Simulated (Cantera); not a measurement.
An isothermal, constant-pressure homogeneous reactor starts with CH4 : H2 : O2 = 0.012 : 1 : 0.016 (molar parts), at 2550 K and 32.3 Torr.

Model: GRI-Mech 3.0 (53 species, 325 reactions), integrated in Cantera. Radical loss at walls, strong at low pressure, is not modelled.

x: mole fraction; the columns are a selection and need not sum to one.

```json
[
 {"t (s)": "5.00e-6", "x CH4": "0.0116", "x H2": "0.972", "x O2": "0.0155", "x H2O2": "6.72e-7", "x HCO": "4.65e-10"},
 {"t (s)": "1.88e-5", "x CH4": "0.0113", "x H2": "0.971", "x O2": "0.0153", "x H2O2": "1.09e-6", "x HCO": "2.73e-8"},
 {"t (s)": "7.07e-5", "x CH4": "0.00960", "x H2": "0.958", "x O2": "0.0113", "x H2O2": "4.35e-7", "x HCO": "1.33e-6"},
 {"t (s)": "0.000266", "x CH4": "0.00478", "x H2": "0.925", "x O2": "4.41e-5", "x H2O2": "9.95e-10", "x HCO": "1.09e-6"},
 {"t (s)": "0.00100", "x CH4": "0.00145", "x H2": "0.923", "x O2": "9.10e-8", "x H2O2": "9.24e-12", "x HCO": "4.70e-7"},
 {"t (s)": "0.00376", "x CH4": "0.000377", "x H2": "0.918", "x O2": "1.05e-7", "x H2O2": "9.10e-12", "x HCO": "1.83e-7"},
 {"t (s)": "0.0141", "x CH4": "___", "x H2": "0.907", "x O2": "___", "x H2O2": "7.77e-12", "x HCO": "___"},
 {"t (s)": "0.0532", "x CH4": "7.76e-12", "x H2": "0.873", "x O2": "___", "x H2O2": "1.31e-11", "x HCO": "___"},
 {"t (s)": "0.200", "x CH4": "2.01e-12", "x H2": "0.836", "x O2": "5.47e-7", "x H2O2": "2.06e-11", "x HCO": "8.53e-9"},
 {"t (s)": "0.752", "x CH4": "1.83e-12", "x H2": "0.833", "x O2": "5.73e-7", "x H2O2": "2.12e-11", "x HCO": "8.43e-9"},
 {"t (s)": "2.83", "x CH4": "1.83e-12", "x H2": "0.833", "x O2": "5.73e-7", "x H2O2": "2.12e-11", "x HCO": "8.43e-9"},
 {"t (s)": "10.6", "x CH4": "1.83e-12", "x H2": "0.833", "x O2": "5.73e-7", "x H2O2": "2.12e-11", "x HCO": "8.43e-9"},
 {"t (s)": "40.0", "x CH4": "1.83e-12", "x H2": "0.833", "x O2": "5.73e-7", "x H2O2": "2.12e-11", "x HCO": "8.43e-9"}
]
```

Q: Some entries are withheld; supply them.

A: 
- 0.0141, x CH4: 5.77e-5
- 0.0141, x O2: 1.14e-7
- 0.0141, x HCO: 5.21e-8
- 0.0532, x O2: 2.69e-7
- 0.0532, x HCO: 9.98e-9
